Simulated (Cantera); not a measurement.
A closed system holds: 1 mol Si3N4, 1.2 mol N2O, 790 mol N2, equilibrated at 1650 Torr.

These are equilibrium values from Cantera (NASA tables, ideal gas, pure condensed phases), not measurements of a reactor. Candidate condensed phases: Si, SiO2, Si2N2O, Si3N4; 16 gas species. Mutual solubility and eutectic melting of coexisting phases are not modelled. Kinetics and transport are ignored.

What share of the Si ends up in condensed phases as a function of T (K), at 1973, 1998, 2023, 2048, 2073, 2098, 2123, 2148, 2173, 2198?


```json
[
 {"T (K)": "1973", "Si condensed (%)": "82.3", "as": "Si2N2O(s) + Si3N4(s)"},
 {"T (K)": "1998", "Si condensed (%)": "72.7", "as": "Si2N2O(s) + Si3N4(s)"},
 {"T (K)": "2023", "Si condensed (%)": "59.8", "as": "Si3N4(s)"},
 {"T (K)": "2048", "Si condensed (%)": "59.6", "as": "Si3N4(s)"},
 {"T (K)": "2073", "Si condensed (%)": "59.4", "as": "Si3N4(s)"},
 {"T (K)": "2098", "Si condensed (%)": "59.0", "as": "Si3N4(s)"},
 {"T (K)": "2123", "Si condensed (%)": "58.4", "as": "Si3N4(s)"},
 {"T (K)": "2148", "Si condensed (%)": "57.4", "as": "Si3N4(s)"},
 {"T (K)": "2173", "Si condensed (%)": "55.8", "as": "Si3N4(s)"},
 {"T (K)": "2198", "Si condensed (%)": "53.5", "as": "Si3N4(s)"}
]
```
